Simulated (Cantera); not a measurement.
Input (Python, Cantera) and output of one run.

```python
import numpy as np
import cantera as ct

gas_names = """
    CL CL2 H HCL H2 N NH NH2 NH3 N2 N2H2 N2H4 Si SiCL SiCL2 SiCL3 SiCL4 SiH SiHCL3 SiH2 SiH2CL2 SiH3
    SiH3CL SiH4 SiN Si2 Si2N Si3
""".split()
cond_names = """
    NH4CL(a) NH4CL(b) Si(cr) Si(L) Si3N4(a)
""".split()


def load(file, names, dense=False):
    # The tables refer to 1 bar. Condensed volumes are neglected.
    table = {s.name: s for s in ct.Species.list_from_file(file)}
    out = []
    for n in names:
        d = dict(table[n].input_data)
        d["thermo"] = dict(d["thermo"], **{"reference-pressure": 1e5})
        if dense:
            d["equation-of-state"] = {"model": "constant-volume", "density": "1e6 g/cm^3"}
        out.append(ct.Species.from_dict(d))
    return out


gas = ct.Solution(thermo="ideal-gas", species=load("nasa_gas.yaml", gas_names))
cond = {s.name: ct.Solution(thermo="fixed-stoichiometry", species=[s], name=s.name)
        for s in load("nasa_condensed.yaml", cond_names, dense=True)}
atoms = {
    'SiH2Cl2': {'Si': 1, 'H': 2, 'CL': 2},
    'HCl': {'H': 1, 'CL': 1},
    'N2': {'N': 2},
}
top_T = {'Si3N4(a)': 2400}  # K; cautious upper limits of use, not melting points


def equilibrate(T, P, feed):
    n = {}
    for name, mol in feed.items():
        for a, k in atoms[name].items():
            n[a] = n.get(a, 0.0) + k * mol
    gas.TPX = T, P, n
    mass = sum(n.values()) * gas.mean_molecular_weight
    gas.equilibrate("TP")
    valid = [c for c in cond.values() if c.min_temp <= T <= top_T.get(c.name, c.max_temp)]
    mix = ct.Mixture([(gas, mass / gas.mean_molecular_weight)] + [(c, 0.0) for c in valid])
    mix.T, mix.P = T, P
    mix.equilibrate("TP", solver="vcs", rtol=1e-11, max_steps=5000)
    return mix


results = []
feed = {'SiH2Cl2': 1, 'HCl': 0.31, 'N2': 92}  # mol
P = 190000  # Pa
for T in [1250, 1300, 1350, 1400, 1450, 1500, 1550, 1600, 1650, 1700, 1750]:
    mix = equilibrate(T, P, feed)
    results.append((T, P, feed, dict(zip(mix.species_names, mix.species_moles))))
    x = sorted(zip(gas.X, gas.species_names), reverse=True)
    print(f"T = {T:g} K  P = {P:g} Pa  gas = {mix.phase_moles(0):.4g} mol")
    print("   x: " + "  ".join(f"{s} {v:.3e}" for v, s in x if v > 1e-06))
    print("   condensed (mol): " + ("  ".join(f"{mix.phase(i).name} {mix.phase_moles(i):.4g}"
          for i in range(1, mix.n_phases) if mix.phase_moles(i) > 1e-12) or "none"))
```

Output:

```
T = 1250 K  P = 190000 Pa  gas = 93.59 mol
   x: N2 9.770e-01  HCL 1.800e-02  H2 3.334e-03  SiCL4 1.636e-03  SiCL3 3.053e-05  SiHCL3 1.078e-05  SiCL2 4.076e-06
   condensed (mol): Si3N4(a) 0.2809
T = 1300 K  P = 190000 Pa  gas = 93.6 mol
   x: N2 9.769e-01  HCL 1.815e-02  H2 3.257e-03  SiCL4 1.576e-03  SiCL3 5.458e-05  SiHCL3 1.288e-05  SiCL2 1.122e-05
   condensed (mol): Si3N4(a) 0.2817
T = 1350 K  P = 190000 Pa  gas = 93.6 mol
   x: N2 9.769e-01  HCL 1.827e-02  H2 3.196e-03  SiCL4 1.507e-03  SiCL3 9.270e-05  SiCL2 2.845e-05  SiHCL3 1.509e-05
   condensed (mol): Si3N4(a) 0.2821
T = 1400 K  P = 190000 Pa  gas = 93.6 mol
   x: N2 9.768e-01  HCL 1.835e-02  H2 3.155e-03  SiCL4 1.423e-03  SiCL3 1.497e-04  SiCL2 6.682e-05  SiHCL3 1.732e-05
   condensed (mol): Si3N4(a) 0.2816
T = 1450 K  P = 190000 Pa  gas = 93.61 mol
   x: N2 9.768e-01  HCL 1.838e-02  H2 3.140e-03  SiCL4 1.315e-03  SiCL3 2.291e-04  SiCL2 1.458e-04  SiHCL3 1.937e-05  CL 1.832e-06
   condensed (mol): Si3N4(a) 0.28
T = 1500 K  P = 190000 Pa  gas = 93.63 mol
   x: N2 9.767e-01  HCL 1.832e-02  H2 3.163e-03  SiCL4 1.175e-03  SiCL3 3.307e-04  SiCL2 2.956e-04  SiHCL3 2.100e-05  CL 3.354e-06
   condensed (mol): Si3N4(a) 0.2765
T = 1550 K  P = 190000 Pa  gas = 93.65 mol
   x: N2 9.766e-01  HCL 1.816e-02  H2 3.240e-03  SiCL4 9.962e-04  SiCL2 5.550e-04  SiCL3 4.455e-04  SiHCL3 2.185e-05  CL 5.820e-06  H 1.301e-06
   condensed (mol): Si3N4(a) 0.2703
T = 1600 K  P = 190000 Pa  gas = 93.69 mol
   x: N2 9.764e-01  HCL 1.785e-02  H2 3.390e-03  SiCL2 9.601e-04  SiCL4 7.869e-04  SiCL3 5.538e-04  SiHCL3 2.157e-05  CL 9.566e-06  H 2.296e-06
   condensed (mol): Si3N4(a) 0.2608
T = 1650 K  P = 190000 Pa  gas = 93.73 mol
   x: N2 9.762e-01  HCL 1.736e-02  H2 3.632e-03  SiCL2 1.524e-03  SiCL3 6.290e-04  SiCL4 5.695e-04  SiHCL3 2.001e-05  CL 1.488e-05  H 3.972e-06
   condensed (mol): Si3N4(a) 0.2476
T = 1700 K  P = 190000 Pa  gas = 93.78 mol
   x: N2 9.761e-01  HCL 1.665e-02  H2 3.978e-03  SiCL2 2.224e-03  SiCL3 6.516e-04  SiCL4 3.757e-04  CL 2.194e-05  SiHCL3 1.737e-05  H 6.742e-06
   condensed (mol): Si3N4(a) 0.2311
T = 1750 K  P = 190000 Pa  gas = 93.84 mol
   x: N2 9.759e-01  HCL 1.575e-02  H2 4.421e-03  SiCL2 3.008e-03  SiCL3 6.217e-04  SiCL4 2.283e-04  CL 3.082e-05  SiHCL3 1.417e-05  H 1.122e-05
   condensed (mol): Si3N4(a) 0.2122
```

Cantera equilibrium calculation (NASA polynomials, part measured and part estimated; ideal gas, pure solids and liquids). N2 is the only nitrogen source here; it is nearly inert below about 1500 K, so the nitride shown seldom forms there in practice. The tables' values for SiCl3 are old estimates; treat these amounts as uncertain.
